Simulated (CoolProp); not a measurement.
Vapour-liquid equilibrium of p-xylene (1) + n-nonane (2) at 236.05 °C; x and y are mole fractions of (1).

Computed with CoolProp (multi-fluid Helmholtz-energy mixture model, Zhou 2012 and Lemmon 2006; pair parameters Bell 2016).

| x | bubble pressure (kPa) | y at the bubble point | dew pressure at overall composition x (kPa) | liquid density (mol/L) |
|---|---|---|---|---|
| 0.05 | 636.8 | 0.060 | 635.2 | 4.109 |
| 0.2 | [?] | 0.231 | [?] | [?] |
| 0.35 | [?] | 0.391 | 681.3 | 4.587 |
| 0.5 | 711.1 | 0.542 | 704.5 | 4.865 |
| 0.65 | [?] | 0.687 | 728.3 | 5.174 |
| 0.8 | 757.6 | 0.825 | [?] | [?] |
| 0.95 | 781.4 | 0.958 | 780.0 | 5.903 |

Problem. Fill in the missing entries.

Solution. 
- 0.2, bubble pressure (kPa): 663.0
- 0.2, dew pressure at overall composition x (kPa): 658.3
- 0.2, liquid density (mol/L): 4.336
- 0.35, bubble pressure (kPa): 687.6
- 0.65, bubble pressure (kPa): 734.3
- 0.8, dew pressure at overall composition x (kPa): 753.2
- 0.8, liquid density (mol/L): 5.519

No azeotrope shows between x = 0.05 and 0.95.

Pair parameters are fitted to limited data, so mixtures are less certain than the pure fluids.
